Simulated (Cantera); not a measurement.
A closed system holds: 1 mol AlCl3, 0.38 mol H2O, a varied amount of N2, held at 1500 K and 0.000680 bar.

These are equilibrium values from Cantera (NASA tables, ideal gas, pure condensed phases), not measurements of a reactor. Candidate condensed phases: Al, AlCl3, AlN, Al2O3, H2O, NH4Cl; 45 gas species. The tables' values for AlCl2 are old estimates; treat these amounts as uncertain. The numbers say what is thermodynamically allowed, not how fast it happens.

log p: log10 of the partial pressure in bar; n: condensed amount in mol.

```
n(N2) (mol)  log p N2  log p HCl  log p AlCl3  log p Cl  log p AlCl2  log p H2  log p AlCl  n Al2O3(s)
-----------  --------  ---------  -----------  --------  -----------  --------  ----------  ----------
2.3             -3.39      -3.87        -3.88     -5.57        -5.83       ___       -6.89       0.127
3.6             -3.32      -4.00        -4.01     -5.64        -5.89       ___       -6.88       0.127
5.8             -3.27      -4.15        -4.17     -5.72        -5.96       ___       -6.87       0.127
9.2             -3.23      -4.32        -4.33     -5.81        -6.04       ___       -6.86       0.127
15              -3.21      -4.51        -4.53     -5.90        -6.14       ___       -6.86       0.127
23              -3.20      -4.68        -4.70     -5.99        -6.23       ___       -6.87       0.127
37              -3.19      -4.88        -4.90     -6.08        -6.34       ___       -6.88       0.127
59              -3.18      -5.07        -5.10     -6.17        -6.45       ___       -6.90       0.127
93              -3.17      -5.27        -5.30     -6.26        -6.56       ___       -6.93       0.127
150             -3.17      -5.47        -5.52     -6.35        -6.69       ___       -6.96       0.127
240             -3.17      -5.67        -5.73     -6.43        -6.81       ___       -7.00       0.127
370             -3.17      -5.86        -5.94     -6.51        -6.94       ___       -7.04       0.127
590             -3.17      -6.06        -6.16     -6.60        -7.07       ___       -7.10       0.127
```

Q: Some entries are withheld; supply them.

A: 
- 2.3, log p H2: -6.31
- 3.6, log p H2: -6.42
- 5.8, log p H2: -6.57
- 9.2, log p H2: -6.73
- 15, log p H2: -6.91
- 23, log p H2: -7.08
- 37, log p H2: -7.29
- 59, log p H2: -7.50
- 93, log p H2: -7.71
- 150, log p H2: -7.94
- 240, log p H2: -8.17
- 370, log p H2: -8.39
- 590, log p H2: -8.62
